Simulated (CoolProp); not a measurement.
Properties of hexamethyldisiloxane (MM) along the isotherm 56.65 °C (Tc = 245.6 °C, pc = 1.931 MPa, ω = 0.418).

Computed with CoolProp (reference Helmholtz-energy equation of state, Thol 2016).

| p (MPa) | phase | Z | cp (kJ/(kg K)) | cv (kJ/(kg K)) | Joule-Thomson coefficient (K/MPa) | isothermal compressibility (1/MPa) |
|---|---|---|---|---|---|---|
| 0.0305 | liquid | 0.002490 | 1.986 | 1.621 | -0.3457 | 0.002888 |
| 0.0543 | liquid | 0.004432 | 1.985 | 1.621 | -0.3459 | 0.002886 |
| 0.0966 | liquid | 0.007884 | 1.985 | 1.621 | -0.3461 | 0.002882 |
| 0.172 | liquid | 0.01403 | 1.985 | 1.621 | -0.3466 | 0.002874 |
| 0.305 | liquid | 0.02488 | 1.985 | 1.621 | -0.3474 | 0.002861 |
| 0.543 | liquid | 0.04426 | 1.984 | 1.620 | -0.3489 | 0.002839 |
| 0.966 | liquid | 0.07864 | 1.982 | 1.620 | -0.3515 | 0.002799 |
| 1.72 | liquid | 0.1397 | 1.980 | 1.620 | -0.3559 | 0.002732 |
| 3.05 | liquid | 0.2469 | 1.976 | 1.620 | -0.3630 | 0.002623 |
| 5.43 | liquid | 0.4369 | 1.970 | 1.619 | -0.3744 | 0.002450 |
| 9.66 | liquid | 0.7697 | 1.962 | 1.619 | -0.3910 | 0.002199 |
